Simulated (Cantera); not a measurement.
**S + H2O + O2 + H2 (abatement and gas-phase synthesis)**

A closed system holds: 1 mol S, 0.85 mol H2O, 0.097 mol O2, 0.66 mol H2.

Method: chemical equilibrium by Gibbs-energy minimisation in Cantera with the NASA 1993 tables (ideal gas, pure condensed phases). Candidate condensed phases: H2O, H2SO4, S; 19 gas species. The ideal-gas law is rough above about 30 bar. The numbers say what is thermodynamically allowed, not how fast it happens.

Stable condensed phases:

```
T in °C \ P in Pa
               10       65      420     2700    17000   110000   720000  4700000 30000000
   2227         A        A        A        A        A        A        A        A        A
   2027         A        A        A        A        A        A        A        A        A
   1827         A        A        A        A        A        A        A        A        A
   1627         A        A        A        A        A        A        A        A        A
   1427         A        A        A        A        A        A        A        A        A
   1227         A        A        A        A        A        A        A        A        A
   1027         A        A        A        A        A        A        A        A        A
    827         A        A        A        A        A        A        A        A        B
    627         A        A        A        A        A        A        A        B        B
```

A: gas only; B: S.
